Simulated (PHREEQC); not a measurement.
A solution holds 0.2 mol/kgw Cu(NO3)2, 0.018 mol/kgw HNO3 and 0.17 mol/kgw Na2SO4, at 60 °C. Closed to the air; pH follows from the charge balance.

All values are PHREEQC results (ion-association model, wateq4f.dat), not measurements.

Q: The ionic strength comes out as 0.805 mol/kgw. What activity coefficients do H+, NO3-, SO4-2, NaSO4-, Na+ get?

A: H+ 0.74, NO3- 0.55, SO4-2 0.15, NaSO4- 0.65, Na+ 0.69.

Precipitation was switched off in this run. Ionic strength above about 0.7 mol/kgw puts this run outside the model's range. Away from 25 °C the constants follow the database's enthalpies or fits; those with neither stay at their 25 °C values.
